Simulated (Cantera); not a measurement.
# Low-pressure radical oxidation in H2/O2

A perfectly stirred reactor is fed with H₂ : O₂ = 0.37 : 1 (molar parts), at 0.0133 bar; it is held at 1300 K, and followed from long to short residence time.

Computed with Cantera and GRI-Mech 3.0 (53 species, 325 reactions). Radical loss at walls, strong at low pressure, is not modelled. The temperature is held fixed by assumption; the heat of reaction is taken as removed at once.

```
τ (s)       x H₂   x O₂   x H₂O₂    x HO₂  x H₂O      x O      x H
-------  -------  -----  -------  -------  -----  -------  -------
0.35     0.00200  0.679  3.46e-7  6.51e-6  0.304  0.00755  0.00236
0.16     0.00327  0.673  4.02e-7  7.65e-6  0.299   0.0125  0.00503
0.074    0.00520  0.665  4.45e-7  8.50e-6  0.290   0.0201   0.0103
0.034    0.00802  0.652  4.62e-7  8.93e-6  0.277   0.0314   0.0204
0.016     0.0116  0.636  4.50e-7  8.88e-6  0.258   0.0458   0.0361
0.0071    0.0159  0.616  4.17e-7  8.44e-6  0.233   0.0618   0.0575
0.0033    0.0208  0.603  3.94e-7  7.96e-6  0.212   0.0723   0.0754
0.0015    0.0281  0.598  3.97e-7  7.58e-6  0.194   0.0753   0.0869
0.00069   0.0412  0.603  4.23e-7  7.25e-6  0.176   0.0706   0.0909
0.00031   0.0672  0.617  4.52e-7  6.78e-6  0.151   0.0588   0.0862
```
x: mole fraction; the columns are a selection and need not sum to one.
